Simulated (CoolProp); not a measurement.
The numbers come from the reference Helmholtz-energy equation of state, Lemmon 2005 in CoolProp. It is a short technical equation, of lower accuracy than the large ones.

Q: Give the vapour pressure (kPa), liquid density (kg/m³), enthalpy of vaporisation (kJ/kg), liquid cp (kJ/(kg K)) of saturated isobutene at 6.45, 13.45, 27.65 °C.

A: 
```
T (°C)  p (kPa)  liquid density (kg/m³)  enthalpy of vaporisation (kJ/kg)  liquid cp (kJ/(kg K))
------  -------  ----------------------  --------------------------------  ---------------------
6.45        167                     611                               378                   2.28
13.45       212                     603                               371                   2.32
27.65       330                     585                               356                   2.39
```
